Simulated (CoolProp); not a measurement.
Model: reference Helmholtz-energy equation of state, Schmidt 1985, in CoolProp.

Problem. Give the vapour pressure (kPa), vapour density (kg/m³), surface tension (mN/m), liquid viscosity (µPa s) of saturated oxygen at -186.45, -166.05 °C.

Solution. 
| T (°C) | p (kPa) | vapour density (kg/m³) | surface tension (mN/m) | liquid viscosity (µPa s) |
|---|---|---|---|---|
| -186.45 | 69.3 | 3.15 | 14.0 | 214 |
| -166.05 | 442 | 17.5 | 9.05 | 130 |

Viscosity comes from a separate model (Lemmon 2004). Surface tension comes from a separate correlation (Mulero 2012).
